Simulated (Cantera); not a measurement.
A Cantera script and what it prints.

```python
import numpy as np
import cantera as ct

gas_names = """
    CL CL2 N N2 Si SiCL SiCL2 SiCL3 SiCL4 SiN Si2 Si2N Si3
""".split()
cond_names = """
    Si(cr) Si(L) Si3N4(a)
""".split()


def load(file, names, dense=False):
    # The tables refer to 1 bar. Condensed volumes are neglected.
    table = {s.name: s for s in ct.Species.list_from_file(file)}
    out = []
    for n in names:
        d = dict(table[n].input_data)
        d["thermo"] = dict(d["thermo"], **{"reference-pressure": 1e5})
        if dense:
            d["equation-of-state"] = {"model": "constant-volume", "density": "1e6 g/cm^3"}
        out.append(ct.Species.from_dict(d))
    return out


gas = ct.Solution(thermo="ideal-gas", species=load("nasa_gas.yaml", gas_names))
cond = {s.name: ct.Solution(thermo="fixed-stoichiometry", species=[s], name=s.name)
        for s in load("nasa_condensed.yaml", cond_names, dense=True)}
atoms = {
    'SiCl4': {'Si': 1, 'CL': 4},
    'Cl2': {'CL': 2},
    'N2': {'N': 2},
}
top_T = {'Si3N4(a)': 2400}  # K; cautious upper limits of use, not melting points


def equilibrate(T, P, feed):
    n = {}
    for name, mol in feed.items():
        for a, k in atoms[name].items():
            n[a] = n.get(a, 0.0) + k * mol
    gas.TPX = T, P, n
    mass = sum(n.values()) * gas.mean_molecular_weight
    gas.equilibrate("TP")
    valid = [c for c in cond.values() if c.min_temp <= T <= top_T.get(c.name, c.max_temp)]
    mix = ct.Mixture([(gas, mass / gas.mean_molecular_weight)] + [(c, 0.0) for c in valid])
    mix.T, mix.P = T, P
    mix.equilibrate("TP", solver="vcs", rtol=1e-11, max_steps=5000)
    return mix


results = []
T = 1298  # K
P = 6300  # Pa
for m in [22, 37, 51, 66, 80, 95, 110, 120, 140, 150, 170, 180, 200]:
    feed = {'SiCl4': 1, 'Cl2': 0.063, 'N2': m}  # mol
    mix = equilibrate(T, P, feed)
    results.append((T, P, feed, dict(zip(mix.species_names, mix.species_moles))))
    x = sorted(zip(gas.X, gas.species_names), reverse=True)
    print(f"T = {T:g} K  P = {P:g} Pa  n(N2) = {m:g} mol  gas = {mix.phase_moles(0):.4g} mol")
    print("   x: " + "  ".join(f"{s} {v:.3e}" for v, s in x if v > 1e-05))
    print("   condensed (mol): " + ("  ".join(f"{mix.phase(i).name} {mix.phase_moles(i):.4g}"
          for i in range(1, mix.n_phases) if mix.phase_moles(i) > 1e-12) or "none"))
```

Output:

```
T = 1298 K  P = 6300 Pa  n(N2) = 22 mol  gas = 23.09 mol
   x: N2 9.529e-01  SiCL4 4.331e-02  CL 2.015e-03  CL2 1.723e-03
   condensed (mol): none
T = 1298 K  P = 6300 Pa  n(N2) = 37 mol  gas = 38.09 mol
   x: N2 9.714e-01  SiCL4 2.625e-02  CL 1.472e-03  CL2 9.197e-04
   condensed (mol): none
T = 1298 K  P = 6300 Pa  n(N2) = 51 mol  gas = 52.09 mol
   x: N2 9.790e-01  SiCL4 1.919e-02  CL 1.200e-03  CL2 6.110e-04
   condensed (mol): none
T = 1298 K  P = 6300 Pa  n(N2) = 66 mol  gas = 67.1 mol
   x: N2 9.836e-01  SiCL4 1.490e-02  CL 1.012e-03  CL2 4.345e-04
   condensed (mol): none
T = 1298 K  P = 6300 Pa  n(N2) = 80 mol  gas = 81.1 mol
   x: N2 9.864e-01  SiCL4 1.233e-02  CL 8.878e-04  CL2 3.344e-04
   condensed (mol): none
T = 1298 K  P = 6300 Pa  n(N2) = 95 mol  gas = 96.1 mol
   x: N2 9.885e-01  SiCL4 1.040e-02  CL 7.876e-04  CL2 2.632e-04
   condensed (mol): none
T = 1298 K  P = 6300 Pa  n(N2) = 110 mol  gas = 111.1 mol
   x: N2 9.901e-01  SiCL4 8.998e-03  CL 7.096e-04  CL2 2.136e-04
   condensed (mol): none
T = 1298 K  P = 6300 Pa  n(N2) = 120 mol  gas = 121.1 mol
   x: N2 9.909e-01  SiCL4 8.255e-03  CL 6.663e-04  CL2 1.884e-04
   condensed (mol): none
T = 1298 K  P = 6300 Pa  n(N2) = 140 mol  gas = 141.1 mol
   x: N2 9.922e-01  SiCL4 7.084e-03  CL 5.950e-04  CL2 1.502e-04
   condensed (mol): none
T = 1298 K  P = 6300 Pa  n(N2) = 150 mol  gas = 151.1 mol
   x: N2 9.927e-01  SiCL4 6.615e-03  CL 5.652e-04  CL2 1.356e-04
   condensed (mol): none
T = 1298 K  P = 6300 Pa  n(N2) = 170 mol  gas = 171.1 mol
   x: N2 9.935e-01  SiCL4 5.842e-03  CL 5.143e-04  CL2 1.122e-04
   condensed (mol): none
T = 1298 K  P = 6300 Pa  n(N2) = 180 mol  gas = 181.1 mol
   x: N2 9.939e-01  SiCL4 5.519e-03  CL 4.924e-04  CL2 1.029e-04
   condensed (mol): none
T = 1298 K  P = 6300 Pa  n(N2) = 200 mol  gas = 201.1 mol
   x: N2 9.945e-01  SiCL4 4.970e-03  CL 4.540e-04  CL2 8.745e-05
   condensed (mol): none
```

These are equilibrium values from Cantera (NASA tables, ideal gas, pure condensed phases), not measurements of a reactor.
